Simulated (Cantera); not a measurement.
A perfectly stirred reactor is fed with 1.28 % CH₄, 0.246 % O₂, 98.5 % N₂, equivalence ratio 10, at 10.0 bar; it is held at 1398 K, and followed from long to short residence time.

Cantera simulation using GRI-Mech 3.0 (53 species, 325 reactions); the numbers are that mechanism's predictions, not measurements. GRI-Mech 3.0 stops at C3 and has no aromatics, soot or wall deposition, so with more carbon than oxygen in the feed, carbon stays in small species such as C2H2 where larger ones or solid carbon would form.

Question: Predict: x(CH₄) at τ = 9.80 s; x(O₂) at τ = 9.80 s; x(CH₄) at τ = 76.0 ms; x(O₂) at τ = 76.0 ms; x(O) at τ = 76.0 ms; x(OH) at τ = 76.0 ms.

Answer: 
- x(CH₄) at τ = 9.80 s = 0.00549
- x(O₂) at τ = 9.80 s = 2.11e-5
- x(CH₄) at τ = 76.0 ms = 0.0114
- x(O₂) at τ = 76.0 ms = 0.00176
- x(O) at τ = 76.0 ms = 1.40e-9
- x(OH) at τ = 76.0 ms = 3.28e-9
